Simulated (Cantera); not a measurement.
Mixture: CO : H2 : O2 : N2 = 1 : 0.54 : 0.802 : 4.65 (molar parts), equivalence ratio 0.96, at 4.93 atm, adiabatic and at constant volume. Ignition delay is the time to a rise of 400 K.

Detailed kinetics in Cantera: GRI-Mech 3.0 (53 species, 325 reactions). The hydrogen kinetics of GRI-Mech 3.0 are dated; newer H2 mechanisms differ, most at raised pressure. Below about 950 K walls govern HO2 and H2O2 in real vessels.

Task: What does this change do: H2 0.54 to 0.16 parts?

Result: 
| quantity | before | after |
|---|---|---|
| delay at 850 K | 0.405 s | 0.494 s |
| delay at 1000 K | 4.25 ms | 5.06 ms |
| delay at 1150 K | 52.0 µs | 90.0 µs |
| delay at 1300 K | 12.0 µs | 22.4 µs |
| apparent activation energy between 1225 and 1375 K | 81 kJ/mol | 75 kJ/mol |

Task: What does this change do: pressure from 4.93 atm to 0.987 atm?

Result: 
```
quantity          before     after
---------------  -------  --------
delay at 850 K   0.405 s   0.453 s
delay at 1000 K  4.25 ms  0.456 ms
delay at 1150 K  52.0 µs  0.110 ms
delay at 1300 K  12.0 µs   59.2 µs
```
Where the delays flatten at high temperature, the 400 K rule measures the pace of heat release, not the induction time.
